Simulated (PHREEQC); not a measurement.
Solution (25 °C): 0.11 mol HF and 0.00013 mol KCl per kg of water. Closed to the air; pH follows from the charge balance.

Computed with PHREEQC (ion-association model, phreeqc.dat).

This is a speciation only: nothing precipitates in the calculation.

Question: What pH does the model give?

Answer: pH 2.02.

Question: In which forms is F present?

Answer: HF 88 %, F- 6.9 %, HF2- 5.1 % of the F.
